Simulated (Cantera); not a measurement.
Input (Python, Cantera) and output of one run.

```python
import numpy as np
import cantera as ct

gas_names = [...]  # 113 gases of nasa_gas.yaml made of C, Cu, H, O
cond_names = """
    C(gr) C6H6(L) C7H8(L) C8H18(L),n-octa Cu(cr) Cu(L) CuO(s) CuO2H2(s) Cu2O(s) Cu2O(L) H2O(s) H2O(L)
""".split()


# ... load() reads the species with a 1 bar reference pressure and builds the phases ...
atoms = {
    'CuO': {'Cu': 1, 'O': 1},
    'CH4': {'C': 1, 'H': 4},
    'CO': {'C': 1, 'O': 1},
}
top_T = {'C(gr)': 4500, 'CuO(s)': 1390}  # K; cautious upper limits of use, not melting points


# ... equilibrate(T, P, feed) seeds the gas with the atoms and calls Mixture.equilibrate('TP', solver="vcs", rtol=1e-11, max_steps=5000) ...
results = []
feed = {'CuO': 1, 'CH4': 0.8, 'CO': 1.1}  # mol
T = 1748.15  # K
for P in [10, 42, 180, 750, 3200, 13000, 56000, 240000, 1000000]:
    mix = equilibrate(T, P, feed)
    results.append((T, P, feed, dict(zip(mix.species_names, mix.species_moles))))

top = {s: max(r[3][s] / sum(r[3][g] for g in gas_names) for r in results) for s in gas_names}
cols = sorted((s for s in top if top[s] > 1e-05), key=lambda s: -top[s])[:7]
seen = [c for c in cond_names if any(r[3].get(c, 0) > 1e-12 for r in results)]
print("log10 of partial pressures in bar; condensed amounts in mol")
print(f"{'P/Pa':>10s}" + "".join(f"{s[:9]:>10s}" for s in cols + seen))
for T, P, feed, n in results:
    ng = sum(n[g] for g in gas_names)
    print(f"{P:10.4g}" + "".join(f"{np.log10(max(n[s] / ng * P / 1e5, 1e-99)):10.3f}" for s in cols)
          + "".join(f"{n.get(c, 0):10.4g}" for c in seen))
```

Result:

```
log10 of partial pressures in bar; condensed amounts in mol
      P/Pa        CO        H2        Cu       H2O       CO2         H       Cu2     Cu(L)
        10    -4.389    -4.503    -4.656    -5.489    -5.934    -5.892    -8.595         0
        42    -3.765    -3.873    -4.032    -4.863    -5.312    -5.577    -7.347         0
       180    -3.100    -3.207    -3.535    -4.197    -4.649    -5.244    -6.353    0.3189
       750    -2.420    -2.526    -3.535    -3.517    -3.969    -4.903    -6.353    0.8577
      3200    -1.776    -1.882    -3.535    -2.873    -3.326    -4.581    -6.353    0.9677
   1.3e+04    -1.165    -1.269    -3.535    -2.261    -2.714    -4.275    -6.353    0.9921
   5.6e+04    -0.529    -0.634    -3.535    -1.626    -2.079    -3.958    -6.353    0.9982
   2.4e+05     0.103    -0.002    -3.535    -0.994    -1.447    -3.642    -6.353    0.9996
     1e+06     0.723     0.618    -3.535    -0.374    -0.827    -3.332    -6.353    0.9999
```

These are equilibrium values from Cantera (NASA tables, ideal gas, pure condensed phases), not measurements of a reactor.
